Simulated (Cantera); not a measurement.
Input (Python, Cantera) and output of one run.

```python
import numpy as np
import cantera as ct

gas_names = """
    B BN BO BO2 B2 B2O B2O2 B2O3 N NO NO2 NO3 N2 N2O O O2 O3
""".split()
cond_names = """
    B(b) B(L) BN(s) B2O3(L)
""".split()


# ... load() reads the species with a 1 bar reference pressure and builds the phases ...
atoms = {
    'B': {'B': 1},
    'O2': {'O': 2},
    'N2': {'N': 2},
}
top_T = {'BN(s)': 3200}  # K; cautious upper limits of use, not melting points


# ... equilibrate(T, P, feed) seeds the gas with the atoms and calls Mixture.equilibrate('TP', solver="vcs", rtol=1e-11, max_steps=5000) ...
results = []
feed = {'B': 1, 'O2': 0.086, 'N2': 1.8}  # mol
T = 898  # K
P = 5500  # Pa
mix = equilibrate(T, P, feed)
results.append((T, P, feed, dict(zip(mix.species_names, mix.species_moles))))
x = sorted(zip(gas.X, gas.species_names), reverse=True)
print(f"T = {T:g} K  P = {P:g} Pa  gas = {mix.phase_moles(0):.4g} mol")
print("   x: " + "  ".join(f"{s} {v:.3e}" for v, s in x if v > 0.001))
print("   condensed (mol): " + ("  ".join(f"{mix.phase(i).name} {mix.phase_moles(i):.4g}"
      for i in range(1, mix.n_phases) if mix.phase_moles(i) > 1e-12) or "none"))
```

Output:

```
T = 898 K  P = 5500 Pa  gas = 1.357 mol
   x: N2 1.000e+00
   condensed (mol): BN(s) 0.8853  B2O3(L) 0.05733
```

Cantera equilibrium calculation (NASA polynomials, part measured and part estimated; ideal gas, pure solids and liquids). N2 is the only nitrogen source here; it is nearly inert below about 1500 K, so the nitride shown seldom forms there in practice.
